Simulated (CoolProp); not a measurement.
200 sccm (0 °C, 1 atm) of nitrogen bubbles through liquid dimethyl carbonate at 335.9 K and leaves saturated at a total pressure of 0.15 MPa (ideal gas phase). Each further row changes one setting.

The numbers come from the reference Helmholtz-energy equation of state, Zhou 2011 in CoolProp.

```tsv
case	vapour pressure (kPa)	mole fraction of vapour	delivery (mg/min)	delivery (sccm)	change of delivery for a bath 1 K warmer (%)
as stated	38.9	?	281	?	?
bath temperature 340.9 K	47.0	0.313	366	91.2	?
total pressure 0.3 MPa	38.9	0.130	120	29.8	4.5
```

Q: What belongs in the gaps?

A: 
- as stated, mole fraction of vapour: 0.259
- as stated, delivery (sccm): 70.0
- as stated, change of delivery for a bath 1 K warmer (%): 5.3
- bath temperature 340.9 K, change of delivery for a bath 1 K warmer (%): 5.6
